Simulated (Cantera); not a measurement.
## Hydrocarbon pyrolysis for carbon deposition

A perfectly stirred reactor is fed with C₂H₆ : N₂ = 1 : 7.1 (molar parts), at 101000 Pa; it is held at 1350 K, and followed from long to short residence time.

Cantera simulation using GRI-Mech 3.0 (53 species, 325 reactions); the numbers are that mechanism's predictions, not measurements. GRI-Mech 3.0 stops at C3 and has no aromatics, soot or wall deposition, so with more carbon than oxygen in the feed, carbon stays in small species such as C2H2 where larger ones or solid carbon would form.

```json
[
 {"τ (s)": "0.36", "x C₂H₆": "0.000977", "x CH₄": "0.0297", "x C₂H": "1.86e-9", "x H₂": "0.140", "x CH₂": "6.93e-10"},
 {"τ (s)": "0.17", "x C₂H₆": "0.00160", "x CH₄": "0.0283", "x C₂H": "2.28e-9", "x H₂": "0.138", "x CH₂": "1.10e-9"},
 {"τ (s)": "0.077", "x C₂H₆": "0.00278", "x CH₄": "0.0275", "x C₂H": "2.69e-9", "x H₂": "0.133", "x CH₂": "1.84e-9"},
 {"τ (s)": "0.036", "x C₂H₆": "0.00487", "x CH₄": "0.0269", "x C₂H": "2.95e-9", "x H₂": "0.125", "x CH₂": "3.03e-9"},
 {"τ (s)": "0.017", "x C₂H₆": "0.00872", "x CH₄": "0.0259", "x C₂H": "2.93e-9", "x H₂": "0.113", "x CH₂": "5.00e-9"},
 {"τ (s)": "0.0079", "x C₂H₆": "0.0161", "x CH₄": "0.0238", "x C₂H": "2.55e-9", "x H₂": "0.0977", "x CH₂": "8.28e-9"},
 {"τ (s)": "0.0037", "x C₂H₆": "0.0294", "x CH₄": "0.0198", "x C₂H": "1.85e-9", "x H₂": "0.0793", "x CH₂": "1.31e-8"},
 {"τ (s)": "0.0017", "x C₂H₆": "0.0512", "x CH₄": "0.0138", "x C₂H": "1.09e-9", "x H₂": "0.0575", "x CH₂": "1.91e-8"}
]
```
x: mole fraction; the columns are a selection and need not sum to one.
